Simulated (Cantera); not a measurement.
A Cantera script and what it prints.

```python
import numpy as np
import cantera as ct

gas_names = """
    CL CLO CL2 Fe FeCL FeCL2 FeCL3 FeO Fe2CL4 Fe2CL6 O O2 O3
""".split()
cond_names = """
    Fe(a) Fe(c) Fe(d) Fe(L) FeCL2(s) FeCL2(L) FeCL3(s) FeCL3(L) FeO(s) FeO(L) Fe2O3(s) Fe3O4(s)
""".split()


# ... load() reads the species with a 1 bar reference pressure and builds the phases ...
atoms = {
    'Fe2O3': {'Fe': 2, 'O': 3},
    'Cl2': {'CL': 2},
}
top_T = {'Fe2O3(s)': 1830, 'Fe3O4(s)': 1870}  # K; cautious upper limits of use, not melting points


# ... equilibrate(T, P, feed) seeds the gas with the atoms and calls Mixture.equilibrate('TP', solver="vcs", rtol=1e-11, max_steps=5000) ...
results = []
feed = {'Fe2O3': 1, 'Cl2': 0.94}  # mol
T = 1548  # K
P = 16000  # Pa
mix = equilibrate(T, P, feed)
results.append((T, P, feed, dict(zip(mix.species_names, mix.species_moles))))
print(gas.report(threshold=0.001))
for i in range(1, mix.n_phases):
    print(f"{mix.phase(i).name:16s} {mix.phase_moles(i):12.5e} mol")
```

Result:

```
       temperature   1548 K
          pressure   16000 Pa
           density   0.1069 kg/m^3
  mean mol. weight   85.992 kg/kmol
   phase of matter   gas

                          1 kg             1 kmol
                     ---------------   ---------------
          enthalpy       -1.5182e+05       -1.3055e+07  J
   internal energy       -3.0149e+05       -2.5926e+07  J
           entropy            4216.5        3.6258e+05  J/K
    Gibbs function       -6.6789e+06       -5.7434e+08  J
 heat capacity c_p            600.66             51652  J/K
 heat capacity c_v            503.97             43338  J/K

                      mass frac. Y      mole frac. X     chem. pot. / RT
                     ---------------   ---------------   ---------------
                CL          0.023638           0.05734           -17.401
               CL2          0.067921          0.082379           -34.802
             FeCL2           0.55837           0.37884           -55.862
             FeCL3           0.21073           0.11172           -73.263
                O2           0.13721           0.36873           -30.717
     [   +8 minor]         0.0021361        0.00098873

Fe(c)             0.00000e+00 mol
FeCL2(L)          0.00000e+00 mol
FeCL3(L)          0.00000e+00 mol
FeO(s)            0.00000e+00 mol
Fe2O3(s)          6.49174e-01 mol
Fe3O4(s)          0.00000e+00 mol
```

These are equilibrium values from Cantera (NASA tables, ideal gas, pure condensed phases), not measurements of a reactor.
